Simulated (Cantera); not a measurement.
Input: 1 mol Fe(CO)5, 0.71 mol H2, held at 1350 K and 260000 Pa.

Equilibrium computed with Cantera from the NASA thermochemical tables; the gas is ideal and each condensed phase is pure. Candidate condensed phases: C, C6H6, C7H8, C8H18, Fe, Fe(CO)5, FeO, Fe(OH)2, Fe(OH)3, Fe2O3, Fe3O4, H2O; 114 gas species. Condensed phases not in the tables: cementite and carbon dissolved in iron. The numbers say what is thermodynamically allowed, not how fast it happens.

Base state: CO 0.869, H2 0.123, CO2 0.00573, H2O 0.00160, CH4 0.000228 (mole fractions); condensed: C(graphite) + Fe(γ).

**Question.** What changes in the equilibrium state with this change: pressure from 260000 Pa to 53000 Pa?

**Answer.** 
```csv
species,before,after
CO,0.869,0.874
H2,0.123,0.124
CO2,0.00573,0.00118
H2O,0.00160,0.000330
CH4,0.000228,4.71e-5
"C(graphite), mol",0.0402,0.00834
"Fe(γ), mol",1.00,1.00
```

**Question.** What changes in the equilibrium state with this change: pressure from 260000 Pa to 29.0 Pa?

**Answer.** 
```tsv
species	before	after
CO	0.869	0.876
H2	0.123	0.124
H	5.19e-7	4.93e-5
CO2	0.00573	6.48e-7
H2O	0.00160	1.81e-7
Fe	1.65e-9	1.48e-5
CH4	0.000228	2.58e-8
C(graphite), mol	0.0402	0
Fe(γ), mol	1.00	1.000
```
